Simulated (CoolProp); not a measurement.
Vapour-liquid equilibrium of propane (1) + isobutane (2) at 1040 kPa; x and y are mole fractions of (1).

Values from CoolProp's multi-fluid Helmholtz-energy mixture model, Lemmon 2009 and Bücker 2006; pair parameters Kunz 2012.

```tsv
x	bubble temperature (°C)	y at the bubble point	dew temperature at overall composition x (°C)	liquid density (mol/L)
0.05	65.3	0.091	66.5	8.562
0.125	61.6	0.215	64.3	8.750
0.2	58.0	0.326	62.0	8.938
0.275	54.6	0.426	59.7	9.126
0.35	51.4	0.516	57.2	9.316
0.425	48.3	0.596	54.7	9.507
0.5	45.4	0.669	52.0	9.699
0.575	42.6	0.735	49.2	9.894
0.65	39.8	0.795	46.2	10.09
0.725	37.2	0.848	43.0	10.29
0.8	34.7	0.896	39.6	10.49
0.875	32.3	0.939	35.8	10.70
0.95	30.0	0.977	31.6	10.90
```

No azeotrope shows between x = 0.05 and 0.95.

The pair parameters rest on a limited set of measurements; away from them the model extrapolates.
